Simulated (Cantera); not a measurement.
A closed system holds: 1 mol SiH₂Cl₂, 14 mol N₂, 2.2 mol H₂, held at 670 Pa.

These are equilibrium values from Cantera (NASA tables, ideal gas, pure condensed phases), not measurements of a reactor. Candidate condensed phases: NH₄Cl, Si, Si₃N₄; 28 gas species. N₂ is the only nitrogen source here; it is nearly inert below about 1500 K, so the nitride shown seldom forms there in practice. The numbers say what is thermodynamically allowed, not how fast it happens.

Over these rows the condensed part is Si₃N₄(s). Partial pressures as log10 of bar:

| T (K) | 1000/T (1/K) | log p SiCl₂ | log p N₂ | log p H₂ | log p HCl |
|---|---|---|---|---|---|
| 1200 | 0.8333 | -6.30 | -2.29 | -3.07 | -3.12 |
| 1250 | 0.8000 | -5.85 | -2.29 | -3.07 | -3.12 |
| 1300 | 0.7692 | -5.43 | -2.29 | -3.07 | -3.13 |
| 1350 | 0.7407 | ? | -2.29 | -3.07 | -3.13 |
| 1400 | 0.7143 | -4.73 | -2.29 | -3.06 | -3.15 |
| 1450 | 0.6897 | -4.44 | -2.29 | -3.06 | -3.17 |

### Question
Fit log p(SiCl₂) = a + b·(1000/T) to the five rows, give the apparent enthalpy, and predict the row at 1350 K.

### Answer
Means: 1000/T = 0.7613, log p = -5.350. Sxy = -0.182678, Sxx = 0.0140797, so b = -12.97 and a = -5.350 − (-12.97)×0.7613 = 4.52.
Apparent enthalpy: −19.145 × (-12.97) = 248 kJ/mol. With the condensed phases at unit activity, 1/3 Si₃N₄(s) + 2 HCl(g) = SiCl₂(g) + 2/3 N₂(g) + H₂(g) links this pressure to the main gases: over the six rows their terms move log p by -0.11 in all, so the slope isn't that reaction's ΔH° alone. The five rows lie within 0.03 of the line.
Prediction at 1350 K: 4.52 + (-12.97)×0.7407 = -5.09. The computed value is -5.06, 0.03 from the line.
